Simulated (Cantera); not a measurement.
An isothermal, constant-pressure homogeneous reactor starts with 0.229 % H2, 99.8 % O2, equivalence ratio 0.0011, at 1300 K and 0.00385 atm.

Detailed kinetics in Cantera: the H2/O2 subset of GRI-Mech 3.0, which has no nitrogen chemistry. Radical loss at walls, strong at low pressure, is not modelled.

Problem. Predict: x(H2) at 2.00 s; x(O2) at 2.00 s; x(H) at 2.00 s; x(O) at 2.00 s; x(H2O) at 2.00 s.

Solution. 
```
Item                                               Result
----------------  ---------------------------------------
x(H2) at 2.00 s   2.01e-6 (gas-phase equilibrium 3.21e-9)
x(O2) at 2.00 s       0.996 (gas-phase equilibrium 0.998)
x(H) at 2.00 s    1.66e-5 (gas-phase equilibrium 1.01e-9)
x(O) at 2.00 s    0.00187 (gas-phase equilibrium 2.85e-6)
x(H2O) at 2.00 s  0.00217 (gas-phase equilibrium 0.00229)
```
